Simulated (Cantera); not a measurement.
A Cantera script and what it prints.

```python
import numpy as np
import cantera as ct

gas_names = """
    CL CL2 H HCL H2 N NH NH2 NH3 N2 N2H2 N2H4 Si SiCL SiCL2 SiCL3 SiCL4 SiH SiHCL3 SiH2 SiH2CL2 SiH3
    SiH3CL SiH4 SiN Si2 Si2N Si3
""".split()
cond_names = """
    NH4CL(a) NH4CL(b) Si(cr) Si(L) Si3N4(a)
""".split()


# ... load() reads the species with a 1 bar reference pressure and builds the phases ...
atoms = {
    'Si2Cl6': {'Si': 2, 'CL': 6},
    'NH3': {'N': 1, 'H': 3},
    'N2': {'N': 2},
}
top_T = {'Si3N4(a)': 2400}  # K; cautious upper limits of use, not melting points


# ... equilibrate(T, P, feed) seeds the gas with the atoms and calls Mixture.equilibrate('TP', solver="vcs", rtol=1e-11, max_steps=5000) ...
results = []
feed = {'Si2Cl6': 1, 'NH3': 16, 'N2': 9.2}  # mol
T = 1575  # K
P = 370  # Pa
mix = equilibrate(T, P, feed)
results.append((T, P, feed, dict(zip(mix.species_names, mix.species_moles))))
x = sorted(zip(gas.X, gas.species_names), reverse=True)
print(f"T = {T:g} K  P = {P:g} Pa  gas = {mix.phase_moles(0):.4g} mol")
print("   x: " + "  ".join(f"{s} {v:.3e}" for v, s in x if v > 0.001))
print("   condensed (mol): " + ("  ".join(f"{mix.phase(i).name} {mix.phase_moles(i):.4g}"
      for i in range(1, mix.n_phases) if mix.phase_moles(i) > 1e-12) or "none"))
```

It prints:

```
T = 1575 K  P = 370 Pa  gas = 43.41 mol
   x: H2 5.022e-01  N2 3.779e-01  HCL 1.007e-01  SiCL2 1.830e-02
   condensed (mol): Si3N4(a) 0.3978
```

Method: chemical equilibrium by Gibbs-energy minimisation in Cantera with the NASA 1993 tables (ideal gas, pure condensed phases). The feed counts by its element totals alone. The tables' values for SiCl3, SiCl are old estimates; treat these amounts as uncertain.
